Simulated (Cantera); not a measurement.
An isothermal, constant-pressure homogeneous reactor starts with NH₃ : N₂ = 0.66 : 0.32 (molar parts), at 1500 K and 100000 Pa.

Detailed kinetics in Cantera: the gas-phase N/H chemistry of the illustrative SiF4/NH3 mechanism in the Surface Chemkin manual (1991). Walls and surfaces, which speed up NH3 decomposition in real reactors, are not modelled.

One state of this run: x NH₃ = 0.651; x N₂H₄ = 1.52e-7; x N₂ = 0.329; x H₂ = 0.0204; x NH₂ = 3.69e-5; x N = 7.44e-10. x: mole fraction; the columns are a selection and need not sum to one.

Q: Which value of t (s) does it belong to?
A. 0.00352
B. 1.29e-5
C. 0.147
D. 0.954

A: D, 0.954
